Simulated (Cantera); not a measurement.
## Diamond growth

A diamond (100) surface in a fixed gas of H2 with x(CH4) = 0.0078, x(H) = 0.0011, at 1198 K, 11000 Pa; coverages are run to steady state.

Cantera simulation using the Harris–Goodwin 1993 mechanism for the reconstructed diamond (100) surface; the numbers are that mechanism's predictions, not measurements.

```csv
x(CH3),growth (µm/h),θ c6HH,θ c6H*,θ c6*H,θ c6**,θ c6HM
1e-06,0.0221,0.462,0.0371,0.477,0.0233,3.37e-5
2.9e-06,0.0639,0.462,0.0371,0.477,0.0233,9.77e-5
8.2e-06,0.181,0.462,0.0371,0.477,0.0232,0.000276
2.4e-05,0.527,0.462,0.0371,0.476,0.0231,0.000806
6.8e-05,1.48,0.461,0.0370,0.475,0.0229,0.00227
0.00019,4.07,0.458,0.0367,0.471,0.0223,0.00626
0.00056,11.4,0.449,0.0359,0.461,0.0205,0.0177
0.0016,28.5,0.428,0.0340,0.436,0.0167,0.0456
0.0046,62.4,0.384,0.0299,0.384,0.0105,0.106
```
θ: site fractions in the mechanism's names (c6HH fully hydrogenated, c6H* and c6*H radical sites, c6** diradical, c6HM methylated).
